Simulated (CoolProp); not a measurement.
Aqueous potassium formate as a coolant, at -16 °C, 1 atm.

The numbers come from the Melinder's fits for secondary coolants in CoolProp.

```json
[
 {"mass %": "29.3", "freezing point (°C)": "-20.4", "density (kg/m³)": "(withheld)", "viscosity (mPa s)": "4.45", "conductivity (W/(m K))": "(withheld)", "cp (kJ/(kg K))": "3.101"},
 {"mass %": "32.7", "freezing point (°C)": "-24.4", "density (kg/m³)": "1221", "viscosity (mPa s)": "4.72", "conductivity (W/(m K))": "(withheld)", "cp (kJ/(kg K))": "3.002"},
 {"mass %": "36", "freezing point (°C)": "-28.8", "density (kg/m³)": "(withheld)", "viscosity (mPa s)": "5.01", "conductivity (W/(m K))": "0.484", "cp (kJ/(kg K))": "2.913"},
 {"mass %": "39.3", "freezing point (°C)": "-33.8", "density (kg/m³)": "(withheld)", "viscosity (mPa s)": "5.36", "conductivity (W/(m K))": "(withheld)", "cp (kJ/(kg K))": "2.831"},
 {"mass %": "42.7", "freezing point (°C)": "(withheld)", "density (kg/m³)": "1297", "viscosity (mPa s)": "5.89", "conductivity (W/(m K))": "0.468", "cp (kJ/(kg K))": "2.751"}
]
```

Question: What belongs in the gaps?

Answer: 
- 29.3, density (kg/m³): 1197
- 29.3, conductivity (W/(m K)): 0.498
- 32.7, conductivity (W/(m K)): 0.491
- 36, density (kg/m³): 1246
- 39.3, density (kg/m³): 1271
- 39.3, conductivity (W/(m K)): 0.477
- 42.7, freezing point (°C): -39.6
